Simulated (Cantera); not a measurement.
Input: 1 mol TEOS, a varied amount of O₂, 7.2 mol O₃, equilibrated at 452 °C and 0.0420 bar.

Method: chemical equilibrium by Gibbs-energy minimisation in Cantera with the NASA 1993 tables (ideal gas, pure condensed phases). Candidate condensed phases: C, C₆H₆, C₇H₈, C₈H₁₈, H₂O, Si, SiC, SiO₂; 123 gas species. The feed counts by its element totals alone. Equilibrium is a limit: real reactors are often held back by kinetics, nucleation or transport.

x: gas mole fraction; n: condensed amount in mol.

| n(O₂) (mol) | x H₂O | x CO₂ | x H₂ | x CO | x CH₄ | n SiO₂(α-quartz) |
|---|---|---|---|---|---|---|
| 0.13 | 0.450 | 0.431 | 0.105 | 0.0134 | ___ | 1.00 |
| 0.19 | 0.456 | 0.432 | 0.0995 | 0.0125 | ___ | 1.00 |
| 0.27 | 0.464 | 0.433 | 0.0918 | 0.0114 | ___ | 1.00 |
| 0.39 | 0.475 | 0.435 | 0.0802 | 0.00974 | ___ | 1.00 |
| 0.56 | 0.492 | 0.437 | 0.0636 | 0.00750 | ___ | 1.00 |
| 0.81 | 0.517 | 0.440 | 0.0389 | 0.00440 | ___ | 1.00 |
| 1.2 | 0.556 | 0.444 | 2.57e-10 | 2.73e-11 | <1e-12 | 1.00 |

Q: What belongs in the gaps?

A: 
- 0.13, x CH₄: 6.04e-5
- 0.19, x CH₄: 4.71e-5
- 0.27, x CH₄: 3.31e-5
- 0.39, x CH₄: 1.84e-5
- 0.56, x CH₄: 6.82e-6
- 0.81, x CH₄: 8.75e-7
